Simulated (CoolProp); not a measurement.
Ethane along the isobar 3560 kPa: density (kg/m³) from the reference equation and from simpler models built on Tc = 32.2 °C, pc = 4872 kPa, ω = 0.099; each cubic takes its own stable root.

Model: reference Helmholtz-energy equation of state, Bücker 2006, in CoolProp.

| T (°C) | phase | reference |
|---|---|---|
| -92.45 | liquid | 551.8 |
| -83.65 | liquid | 541.1 |
| -74.85 | liquid | 530.1 |
| -65.95 | liquid | 518.6 |
| -57.15 | liquid | 506.7 |
| -48.35 | liquid | 494.4 |
| -39.45 | liquid | 481.2 |
| -30.65 | liquid | 467.3 |
| -21.85 | liquid | 452.3 |
| -13.05 | liquid | 435.9 |
| -4.15 | liquid | 417.2 |
| 4.65 | liquid | 395.3 |
| 13.45 | liquid | 366.9 |
| 22.35 | gas | 70.87 |
| 31.15 | gas | 62.66 |
| 39.95 | gas | 57.27 |

Task: How far does each simpler model (van der Waals, Redlich-Kwong, Soave-Redlich-Kwong, Peng-Robinson) lie from the reference over these 16 states: mean and median of the absolute difference, and the worst?

Result: 
- van der Waals: mean 31.8 %, median 34.0 %, worst -80.4 % at 13.45 °C and 3560 kPa
- Redlich-Kwong: mean 6.2 %, median 5.3 %, worst -15.9 % at 13.45 °C and 3560 kPa
- Soave-Redlich-Kwong: mean 5.3 %, median 4.4 %, worst -14.1 % at 13.45 °C and 3560 kPa
- Peng-Robinson: mean 5.6 %, median 6.0 %, worst +8.9 % at -92.45 °C and 3560 kPa

At some of these states van der Waals gives the other phase, because its saturation line lies elsewhere.
